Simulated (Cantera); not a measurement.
A perfectly stirred reactor is fed with NH3 : N2 = 1 : 6.5 (molar parts), at 1.58 atm; it is held at 2200 K, and followed from long to short residence time.

Computed with Cantera and the gas-phase N/H chemistry of the illustrative SiF4/NH3 mechanism in the Surface Chemkin manual (1991). Walls and surfaces, which speed up NH3 decomposition in real reactors, are not modelled.

**Question.** What does this change do: 0.34 parts H2 added?

**Answer.** 
```tsv
quantity	before	after
x(NH3) at τ = 2.80 s	0.000309	0.000342
x(H) at τ = 2.80 s	0.00175	0.00193
x(NH2) at τ = 2.80 s	9.58e-6	9.89e-6
x(N) at τ = 2.80 s	1.41e-6	1.27e-6
x(NH) at τ = 2.80 s	2.38e-6	2.30e-6
x(NH3) at τ = 16.0 ms	0.0254	0.0247
x(H) at τ = 16.0 ms	0.000461	0.000568
x(NH2) at τ = 16.0 ms	0.000253	0.000245
x(N) at τ = 16.0 ms	3.31e-6	3.31e-6
x(NH) at τ = 16.0 ms	1.86e-5	1.84e-5
```
